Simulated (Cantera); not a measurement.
## Fluorocarbon and chlorocarbon gases: CH₃F + HCl

Input: 1 mol CH₃F, a varied amount of HCl, at 2148.15 K and 0.0170 bar.

These are equilibrium values from Cantera (NASA tables, ideal gas, pure condensed phases), not measurements of a reactor. Candidate condensed phases: C, C₆H₆, C₇H₈, C₈H₁₈; 118 gas species. Equilibrium is a limit: real reactors are often held back by kinetics, nucleation or transport.

```json
[
 {"n(HCl) (mol)": "0.15", "x HF": "0.460", "x H₂": "0.449", "x HCl": "0.0666", "x H": "0.0214", "x Cl": "0.00233", "n C(graphite)": "0.996"},
 {"n(HCl) (mol)": "0.25", "x HF": "0.439", "x H₂": "0.430", "x HCl": "0.106", "x H": "0.0210", "x Cl": "0.00379", "n C(graphite)": "0.996"},
 {"n(HCl) (mol)": "0.34", "x HF": "0.422", "x H₂": "0.413", "x HCl": "0.138", "x H": "0.0206", "x Cl": "0.00504", "n C(graphite)": "0.996"},
 {"n(HCl) (mol)": "0.43", "x HF": "0.406", "x H₂": "0.398", "x HCl": "0.168", "x H": "0.0202", "x Cl": "0.00625", "n C(graphite)": "0.996"},
 {"n(HCl) (mol)": "0.52", "x HF": "0.391", "x H₂": "0.384", "x HCl": "0.196", "x H": "0.0198", "x Cl": "0.00741", "n C(graphite)": "0.996"},
 {"n(HCl) (mol)": "0.62", "x HF": "0.376", "x H₂": "0.370", "x HCl": "0.225", "x H": "0.0195", "x Cl": "0.00865", "n C(graphite)": "0.996"},
 {"n(HCl) (mol)": "0.71", "x HF": "0.364", "x H₂": "0.358", "x HCl": "0.248", "x H": "0.0192", "x Cl": "0.00972", "n C(graphite)": "0.996"},
 {"n(HCl) (mol)": "0.8", "x HF": "0.352", "x H₂": "0.347", "x HCl": "0.271", "x H": "0.0189", "x Cl": "0.0108", "n C(graphite)": "0.996"},
 {"n(HCl) (mol)": "0.89", "x HF": "0.341", "x H₂": "0.337", "x HCl": "0.292", "x H": "0.0186", "x Cl": "0.0118", "n C(graphite)": "0.996"},
 {"n(HCl) (mol)": "0.99", "x HF": "0.329", "x H₂": "0.326", "x HCl": "0.313", "x H": "0.0183", "x Cl": "0.0128", "n C(graphite)": "0.996"},
 {"n(HCl) (mol)": "1.1", "x HF": "0.317", "x H₂": "0.315", "x HCl": "0.335", "x H": "0.0180", "x Cl": "0.0140", "n C(graphite)": "0.996"},
 {"n(HCl) (mol)": "1.2", "x HF": "0.307", "x H₂": "0.305", "x HCl": "0.354", "x H": "0.0177", "x Cl": "0.0150", "n C(graphite)": "0.996"},
 {"n(HCl) (mol)": "1.3", "x HF": "0.298", "x H₂": "0.297", "x HCl": "0.371", "x H": "0.0174", "x Cl": "0.0160", "n C(graphite)": "0.996"}
]
```
x: gas mole fraction; n: condensed amount in mol.

From 0.15 mol HCl to 1.3 mol HCl the condensed part is C(graphite). The main C-bearing gas is C₂H₂ (acetylene) throughout.
